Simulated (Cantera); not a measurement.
A freely propagating, adiabatic, planar premixed flame of H2 : O2 : N2 = 1 : 0.385 : 1.45 (molar parts), unburnt at 400 K and 2.86 atm; mixture-averaged transport, grid criteria slope 0.08 and curve 0.16, no radiation.

Cantera simulation using the H2/O2 subset of GRI-Mech 3.0, which has no nitrogen chemistry; the numbers are that mechanism's predictions, not measurements. The hydrogen kinetics of GRI-Mech 3.0 are dated; newer H2 mechanisms differ, most at raised pressure. Burning velocities carry a grid error of a few per cent, more on coarse grids.

Task: Predict: laminar burning velocity; thermal thickness; peak x(OH); peak x(O); peak x(H2O2); peak x(HO2).

Result: 
```json
{
  "laminar_burning_velocity": "453 cm/s",
  "thermal_thickness": "0.0951 mm",
  "peak x(OH)": "0.0123",
  "peak x(O)": "0.00608",
  "peak x(H2O2)": "0.000112",
  "peak x(HO2)": "0.000866"
}
```
